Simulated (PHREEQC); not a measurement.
Make-up at 25 °C: 0.0026 mol/kgw Cu(NO3)2, 0.00017 mol/kgw H2SO4 and 0.00036 mol/kgw NaCl. Closed to the air; pH follows from the charge balance.

Model: ion-association model, wateq4f.dat, run in PHREEQC.

| quantity | before | after |
|---|---|---|
| pH | 3.51 | 3.53 |
| SO4-2 (mol/kgw) | 0.000134 | 0.000101 |
| CuSO4 (mol/kgw) | 3.32e-5 | 6.68e-5 |
| HSO4- (mol/kgw) | 3.03e-6 | 1.70e-6 |
| CuCl+ (mol/kgw) | 1.71e-6 | 6.27e-6 |
| NaSO4- (mol/kgw) | 1.65e-7 | 8.96e-8 |
| SI of Tenorite (CuO) | -3.35 | -2.73 |
| SI of Chalcanthite (CuSO4:5H2O) | -4.15 | -3.84 |

Question: What was changed between the two runs?
A) 4.3e-05 mol/kgw HBr added
B) diluted 10-fold with water
C) 0.00011 mol/kgw KOH added
D) Cu(NO3)2 from 0.0026 to 0.013 mol/kgw
E) NaCl from 0.00036 to 0.000324 mol/kgw

Answer: D, Cu(NO3)2 from 0.0026 to 0.013 mol/kgw

No solid was allowed to form.
